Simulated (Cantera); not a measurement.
## Si3N4 + Si + H2 (sublimation and decomposition of ceramics)

Feed: 1 mol Si3N4, 0.012 mol Si, 0.01 mol H2, held at 13300 Pa.

Method: chemical equilibrium by Gibbs-energy minimisation in Cantera with the NASA 1993 tables (ideal gas, pure condensed phases). Candidate condensed phases: Si, Si3N4; 18 gas species. The tables' values for SiN are old estimates; treat these amounts as uncertain. Equilibrium is a limit: real reactors are often held back by kinetics, nucleation or transport.

| T (°C) | log p N2 | log p Si | log p Si2 | log p SiN | log p H | log p Si2N | log p H2 | log p Si3 | n Si(l) |
|---|---|---|---|---|---|---|---|---|---|
| 2000 | -0.88 | -3.14 | -4.87 | -4.41 | -3.70 | -4.39 | -3.25 | -5.59 | 3.00 |
| 2075 | -0.88 | -2.85 | -4.53 | -4.18 | -3.55 | -4.19 | -3.29 | -5.26 | 2.99 |
| 2150 | -0.89 | -2.58 | -4.21 | -3.97 | -3.42 | -4.00 | -3.35 | -4.96 | 2.96 |
| 2225 | -0.90 | -2.33 | -3.90 | -3.77 | -3.31 | -3.82 | -3.42 | -4.67 | 2.93 |
| 2300 | -0.91 | -2.09 | -3.62 | -3.59 | -3.22 | -3.66 | -3.52 | -4.40 | 2.86 |
| 2375 | -0.93 | -1.87 | -3.35 | -3.42 | -3.16 | -3.52 | -3.65 | -4.14 | 2.75 |
| 2450 | -0.96 | -1.66 | -3.10 | -3.27 | -3.13 | -3.39 | -3.84 | -3.90 | 2.55 |
| 2525 | -1.02 | -1.46 | -2.86 | -3.14 | -3.13 | -3.27 | -4.09 | -3.67 | 2.18 |
| 2600 | -1.13 | -1.27 | -2.64 | -3.04 | -3.20 | -3.19 | -4.44 | -3.46 | 1.39 |
| 2675 | -1.26 | -1.13 | -2.51 | -3.01 | -3.31 | -3.22 | -4.88 | -3.38 | 0 |
| 2750 | -1.27 | -1.12 | -2.63 | -3.04 | -3.30 | -3.42 | -5.06 | -3.67 | 0 |
log p: log10 of the partial pressure in bar; n: condensed amount in mol.

From 2000 °C to 2600 °C the condensed part is Si(l). From 2675 °C to 2750 °C nothing is condensed. The main Si-bearing gas is Si throughout.
